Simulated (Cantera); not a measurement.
A closed system holds: 1 mol CH3SiH3, 0.18 mol C2H2, 3.4 mol H2, held at 975 °C and 240 Pa.

Cantera equilibrium calculation (NASA polynomials, part measured and part estimated; ideal gas, pure solids and liquids). Candidate condensed phases: C, C6H6, C7H8, C8H18, Si, SiC; 87 gas species. The feed counts by its element totals alone. Kinetics and transport are ignored.

Base state: H2 1.000, CH4 2.68e-5 (mole fractions); condensed: C(graphite) + SiC(s).

**Question.** What changes in the equilibrium state with this change: 0.12 mol Cl2 added?

**Answer.** 
| species | before | after |
|---|---|---|
| H2 | 1.000 | 0.964 |
| HCl | 0 | 0.0358 |
| CH4 | 2.68e-5 | 2.49e-5 |
| C(graphite), mol | 0.360 | 0.360 |
| SiC(s), mol | 1.00 | 1.000 |

**Question.** What changes in the equilibrium state with this change: CH3SiH3 replaced by SiH2Cl2?

**Answer.** 
```tsv
species	before	after
H2	1.000	0.761
HCl	0	0.146
SiCl2	0	0.0700
SiCl4	0	0.0107
SiCl3	0	0.0102
SiHCl3	0	0.00196
SiH2Cl2	0	4.90e-5
CH4	2.68e-5	3.47e-8
C(graphite), mol	0.360	0
SiC(s), mol	1.00	0.360
Si(s), mol	0	0.131
```
Mutual solubility and eutectic melting of coexisting phases are not modelled. The tables' values for SiCl3 are old estimates; treat these amounts as uncertain.
